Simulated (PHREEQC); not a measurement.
Dissolve 0.12 mol/kgw CuCl2 at 20 °C. Closed to the air; pH follows from the charge balance.

Equilibrium calculation in PHREEQC: ion-association model, phreeqc.dat.

Question: The ionic strength comes out as 0.330 mol/kgw. What activity coefficients do CuCl+, Cl-, H+, Cu2(OH)2+2, Cu+2 get?

Answer: CuCl+ 0.68, Cl- 0.68, H+ 0.78, Cu2(OH)2+2 0.29, Cu+2 0.28.

Precipitation was switched off in this run. Complexes and solids missing from the database can't appear.
